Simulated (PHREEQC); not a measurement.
# Alkaline etch or developer (model solution)

Dissolve 61 mmol/kgw NH3, 2.5 mmol/kgw K2SiO3 and 0.066 mmol/kgw (CH3)4NCl at 20 °C. Closed to the air; pH follows from the charge balance.

Computed with PHREEQC (ion-association model, phreeqc.dat).

No solid was allowed to form.

### Question
What pH, ionic strength does the model give?

### Answer
pH 11.59; ionic strength 0.00554 mol/kgw.

### Question
In which forms is Si present?

### Answer
H3SiO4- 96 %, H2SiO4-2 2.3 %, H4SiO4 1.8 % of the Si.

Species that the database lacks are ignored. (CH3)4N+ isn't in the database: it is added as a free cation with an ion size of 4 Å.
